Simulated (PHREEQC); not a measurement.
# Nickel, zinc or cadmium bath

Consider water at 20 °C with 0.0023 mol/kgw NiSO4, 0.00044 mol/kgw H3BO3 and 0.00024 mol/kgw H2SO4. Closed to the air; pH follows from the charge balance.

Model: ion-association model, wateq4f.dat, run in PHREEQC.

Each row changes one thing in this solution. This is a speciation only: nothing precipitates in the calculation.

```
case                                                pH  ionic strength (mol/kgw)  SO4-2 (mol/kgw)  Ni+2 (mol/kgw)  NiSO4 (mol/kgw)  HSO4- (mol/kgw)  SI of Morenosite (NiSO4:7H2O)  SI of Ni(OH)2 (Ni(OH)2)
------------------------------------------------  ----  ------------------------  ---------------  --------------  ---------------  ---------------  -----------------------------  -----------------------
as made                                           3.41                   0.00836          0.00212         0.00194         0.000362          5.49e-5                          -3.31                    -6.48
H2SO4 from 0.00024 to 0.000216 mol/kgw            3.45                   0.00831          0.00211         0.00194                …          4.92e-5                          -3.32                    -6.39
8.6e-05 mol/kgw TMAH added                        3.49                   0.00838          0.00213         0.00194         0.000363          4.53e-5                          -3.31                    -6.31
H2SO4 replaced by Fe2(SO4)3 at the same molality  3.48                   0.00947          0.00242         0.00191                …          5.23e-5                          -3.28                    -6.36
H3BO3 left out                                    3.41                   0.00836          0.00212         0.00194         0.000362          5.49e-5                          -3.31                    -6.48
H3BO3 replaced by Pb(BF4)2 at the same molality   3.04                   0.00971          0.00196         0.00195         0.000319         0.000116                          -3.37                    -7.22
H3BO3 replaced by Cu(BF4)2 at the same molality   3.04                   0.00999          0.00203         0.00194         0.000326         0.000119                          -3.36                    -7.23
diluted 2-fold with water                         3.68                   0.00443          0.00113         0.00103         0.000123          1.68e-5                          -3.78                    -6.17
H2SO4 replaced by MgSO4 at the same molality      6.24                   0.00855          0.00214         0.00194         0.000362          8.09e-8                          -3.32                    -0.81
```

### Question
Some entries are withheld; supply them.

### Answer

- H2SO4 from 0.00024 to 0.000216 mol/kgw, NiSO4 (mol/kgw): 0.000360
- H2SO4 replaced by Fe2(SO4)3 at the same molality, NiSO4 (mol/kgw): 0.000389

Some of these states are supersaturated (in Fe(OH)3(a), Hematite (slow to form), Anglesite, for instance). Real BF4- forms and hydrolyses slowly; the run takes it at equilibrium.
